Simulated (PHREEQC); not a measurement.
0.02 g of hydrous ferric oxide (600 m²/g; 0.2 weak and 0.005 strong sites per Fe, Dzombak-Morel constants, diffuse double layer) in 1 kg of water with 0.005 mol/kgw of an inert sodium salt, at 25 °C; the pH is set by adding NaOH or the inert anion's acid. Oxygen alone is held at its pressure in air (log pO2 = -0.68). No CO2 enters from the air. Nothing may precipitate in this run.

Base run: PHREEQC, ion-association model, wateq4f.dat. Each further column changes one thing. The table gives surface charge σ (C/m²).

```tsv
pH	base	background salt from 0.005 to 0.0005 mol/kgw	oxide from 0.02 to 0.1 g/kgw	9.2e-05 mol/kgw CuSO4 added
3	0.302	0.238	0.303	0.040
3.67	0.221	0.130	0.222	0.037
4.33	0.147	0.071	0.147	0.034
5.67	0.051	0.019	0.051	0.030
6.33	0.027	0.009	0.027	0.037
7	0.013	0.004	0.013	0.039
7.67	0.004	0.001	0.004	0.029
8.33	-0.002	-0.001	-0.002	0.015
9.67	-0.021	-0.008	-0.021	-0.001
10.33	-0.042	-0.018	-0.042	-0.009
11	-0.081	-0.049	-0.081	-0.023
```

The oxide is taken as insoluble; below pH 4 it would dissolve. In at least one series the solution becomes supersaturated in solids that the run did not let form, among them Cu(OH)2, Brochantite, Antlerite. The database's constant for dissolved Cu(OH)2 is higher than later reviews accept.
